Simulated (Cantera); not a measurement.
Charge: 1 mol Fe2O3, 4.6 mol CO, 0.13 mol H2, held at 39.0 mbar.

Equilibrium computed with Cantera from the NASA thermochemical tables; the gas is ideal and each condensed phase is pure. Candidate condensed phases: C, C6H6, C7H8, C8H18, Fe, Fe(CO)5, FeO, Fe(OH)2, Fe(OH)3, Fe2O3, Fe3O4, H2O; 114 gas species. The tables' stoichiometric FeO is somewhat more stable than real wüstite, so its field is too wide. FeO: taken at fixed stoichiometry. Rates play no part. All values below are at 1677 °C.

Base state: CO 0.771, CO2 0.199, H2O 0.0144, H2 0.0127, Fe 0.00216, H 0.000654, OH 6.72e-5, FeO 4.31e-5 (mole fractions); condensed: FeO(l).

Q: What changes in the equilibrium state with this change: Fe2O3 replaced by CuO?

A: 
```json
[
 {"species": "CO", "before": "0.771", "after": "0.722"},
 {"species": "CO2", "before": "0.199", "after": "0.183"},
 {"species": "Cu", "before": "0", "after": "0.0685"},
 {"species": "H2O", "before": "0.0144", "after": "0.0133"},
 {"species": "H2", "before": "0.0127", "after": "0.0119"},
 {"species": "Fe", "before": "0.00216", "after": "0"},
 {"species": "Cu2", "before": "0", "after": "0.000238"},
 {"species": "FeO", "before": "4.31e-5", "after": "0"},
 {"species": "OH", "before": "6.72e-5", "after": "6.43e-5"},
 {"species": "H", "before": "0.000654", "after": "0.000634"},
 {"species": "FeO(l), mol", "before": "1.99", "after": "0"},
 {"species": "Cu(l), mol", "before": "0", "after": "0.649"}
]
```
Further candidate phases: Cu, CuO, Cu(OH)2, Cu2O.
